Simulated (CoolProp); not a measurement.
Vapour-liquid equilibrium of n-hexane (1) + benzene (2) at 364.2 K; x and y are mole fractions of (1).

Values from CoolProp's multi-fluid Helmholtz-energy mixture model, Thol 2019 and Thol 2012; pair parameters Bell 2016.

```json
[
 {"x": "0.05", "bubble pressure (bar)": "1.484", "y at the bubble point": "0.097", "dew pressure at overall composition x (bar)": "1.445", "liquid density (mol/L)": "10.02"},
 {"x": "0.125", "bubble pressure (bar)": "1.583", "y at the bubble point": "0.212", "dew pressure at overall composition x (bar)": "1.508", "liquid density (mol/L)": "9.674"},
 {"x": "0.2", "bubble pressure (bar)": "1.662", "y at the bubble point": "0.303", "dew pressure at overall composition x (bar)": "1.572", "liquid density (mol/L)": "9.353"},
 {"x": "0.275", "bubble pressure (bar)": "1.727", "y at the bubble point": "0.380", "dew pressure at overall composition x (bar)": "1.638", "liquid density (mol/L)": "9.050"},
 {"x": "0.35", "bubble pressure (bar)": "1.779", "y at the bubble point": "0.447", "dew pressure at overall composition x (bar)": "1.702", "liquid density (mol/L)": "8.764"},
 {"x": "0.425", "bubble pressure (bar)": "1.823", "y at the bubble point": "0.509", "dew pressure at overall composition x (bar)": "1.763", "liquid density (mol/L)": "8.494"},
 {"x": "0.5", "bubble pressure (bar)": "1.859", "y at the bubble point": "0.568", "dew pressure at overall composition x (bar)": "1.817", "liquid density (mol/L)": "8.240"},
 {"x": "0.575", "bubble pressure (bar)": "1.889", "y at the bubble point": "0.627", "dew pressure at overall composition x (bar)": "1.863", "liquid density (mol/L)": "7.999"},
 {"x": "0.65", "bubble pressure (bar)": "1.912", "y at the bubble point": "0.686", "dew pressure at overall composition x (bar)": "1.899", "liquid density (mol/L)": "7.771"},
 {"x": "0.725", "bubble pressure (bar)": "1.930", "y at the bubble point": "0.747", "dew pressure at overall composition x (bar)": "1.924", "liquid density (mol/L)": "7.555"},
 {"x": "0.8", "bubble pressure (bar)": "1.941", "y at the bubble point": "0.810", "dew pressure at overall composition x (bar)": "1.940", "liquid density (mol/L)": "7.350"},
 {"x": "0.875", "bubble pressure (bar)": "1.948", "y at the bubble point": "0.877", "dew pressure at overall composition x (bar)": "1.947", "liquid density (mol/L)": "7.156"},
 {"x": "0.95", "bubble pressure (bar)": "1.948", "y at the bubble point": "0.949", "dew pressure at overall composition x (bar)": "1.948", "liquid density (mol/L)": "6.971"}
]
```

y crosses x between x = 0.875 and 0.95: the model has an azeotrope there.

The pair parameters rest on a limited set of measurements; away from them the model extrapolates.
